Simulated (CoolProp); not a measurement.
Vapour-liquid equilibrium of ethane (1) + C3F8 (R218) (2) at 0.779 MPa; x and y are mole fractions of (1).

Computed with CoolProp (multi-fluid Helmholtz-energy mixture model, Bücker 2006 and Lemmon 2006; pair parameters Bell 2016).

Q: Give the bubble temperature and the first vapour's composition at x = 0.25, 0.35, 0.55. Is there an azeotrope?

A: x = 0.25: 256.5 K, y = 0.727; x = 0.35: 249.1 K, y = 0.808; x = 0.55: 241.7 K, y = 0.878. No azeotrope shows between x = 0.05 and 0.95.

The pair parameters rest on a limited set of measurements; away from them the model extrapolates.
